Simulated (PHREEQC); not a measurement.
A made-up water analysis in mg/L, 15 °C, pH 7.17, pe 12.5:

```json
[
 {"constituent": "Na", "mg/L": "8170"},
 {"constituent": "K", "mg/L": "314"},
 {"constituent": "Ca", "mg/L": "2270"},
 {"constituent": "Mg", "mg/L": "1220"},
 {"constituent": "Cl", "mg/L": "18300"},
 {"constituent": "S(6) as SO4", "mg/L": "2420"},
 {"constituent": "Alkalinity as HCO3", "mg/L": "79.6"},
 {"constituent": "Sr", "mg/L": "35.5"},
 {"constituent": "Cu(2)", "mg/L": "56.9"},
 {"constituent": "Cd", "mg/L": "456"},
 {"constituent": "Ba", "mg/L": "2.75"},
 {"constituent": "O(0) (dissolved oxygen)", "mg/L": "8.32"}
]
```

Valence states are taken as typed.

Equilibrium calculation in PHREEQC: ion-association model, wateq4f.dat.

The ionic strength comes out as 0.681 mol/kgw and the activity of water comes out as 0.982. The charge-balance error is 1.8 %.

```tsv
species	molality	activity	log γ
Cl-	0.527	0.331	-0.203
Na+	0.364	0.259	-0.148
Ca+2	0.0537	0.0137	-0.593
Mg+2	0.0470	0.0139	-0.531
SO4-2	0.0122	0.00226	-0.732
K+	0.00821	0.00515	-0.203
MgSO4	0.00481	0.00563	0.068
CaSO4	0.00481	0.00562	0.068
NaSO4-	0.00404	0.00274	-0.169
CdCl+	0.00192	0.00144	-0.124
CdCl2	0.00164	0.00192	0.068
CdCl3-	0.000455	0.000342	-0.124
Sr+2	0.000387	9.66e-5	-0.602
```

Precipitation was switched off in this run. Saturation is exceeded, for instance for Atacamite, Malachite; the values hold only as long as no solid forms. The database's constant for dissolved Cu(OH)2 is higher than later reviews accept.
